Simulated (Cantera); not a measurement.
Feed: 1 mol CH3SiCl3, 2.8 mol CH4, 1.8 mol H2, equilibrated at 0.980 bar.

Method: chemical equilibrium by Gibbs-energy minimisation in Cantera with the NASA 1993 tables (ideal gas, pure condensed phases). Candidate condensed phases: C, C6H6, C7H8, C8H18, Si, SiC; 109 gas species. The feed counts by its element totals alone. The tables' values for SiCl3 are old estimates; treat these amounts as uncertain. Rates play no part. All values below are at 1025 °C.

Base state: H2 0.764, HCl 0.208, SiCl4 0.0186, CH4 0.00456, SiHCl3 0.00309, SiCl3 0.00117, SiCl2 0.000441, SiH2Cl2 7.22e-5 (mole fractions); condensed: C(graphite) + SiC(s).

Q: What changes in the equilibrium state with this change: pressure from 0.980 bar to 0.0210 bar?

A: 
```
species            before    after
----------------  -------  -------
H2                  0.764    0.717
HCl                 0.208    0.280
SiCl4              0.0186  0.00148
CH4               0.00456  8.61e-5
SiH2Cl2           7.22e-5  2.80e-6
C(graphite), mol     2.99     2.83
SiC(s), mol         0.763    0.969
```
